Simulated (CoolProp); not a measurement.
Vapour-liquid equilibrium of R141b (1) + n-pentane (2) at 2.42 kPa; x and y are mole fractions of (1).

Model: multi-fluid Helmholtz-energy mixture model, Lemmon 2006 and Thol 2019; pair parameters Bell 2016, in CoolProp.

Question: Give the bubble temperature and the first vapour's composition at x = 0.2, 0.65, 0.95. Is there an azeotrope?

Answer: x = 0.2: 229.0 K, y = 0.298; x = 0.65: 228.0 K, y = 0.627; x = 0.95: 229.1 K, y = 0.927. y crosses x between x = 0.5 and 0.65: the model has an azeotrope there.

Pair parameters are fitted to limited data, so mixtures are less certain than the pure fluids.
